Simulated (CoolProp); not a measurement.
A single-stage vapour-compression cycle with CH3F (R41): evaporating at 219.15 K (dew point), condensing at 270.15 K (bubble point), superheat 5 K, subcooling 8 K, compressor efficiency 0.75, no pressure losses. Each further row changes one setting.

The numbers come from the reference Helmholtz-energy equation of state, Lemmon 2006 in CoolProp. It is a short technical equation, of lower accuracy than the large ones.

| case | cooling COP | pressure ratio | discharge temperature (K) | refrigerating effect (kJ/kg) | volumetric capacity (kJ/m³) |
|---|---|---|---|---|---|
| as stated | 2.54 | 5.71 | 360.9 | 361 | 2360 |
| evaporating temperature 224.15 K | 2.94 | 4.64 | 349.1 | 363 | 2890 |
| condensing temperature 265.15 K | 2.90 | 4.96 | 348.4 | 373 | 2430 |
| subcooling 13 K | 2.62 | 5.71 | 360.9 | 373 | 2430 |
| superheat 15 K | 2.48 | 5.71 | 376.4 | 374 | 2300 |
| compressor efficiency 0.65 | 2.20 | 5.71 | 376.7 | 361 | 2360 |
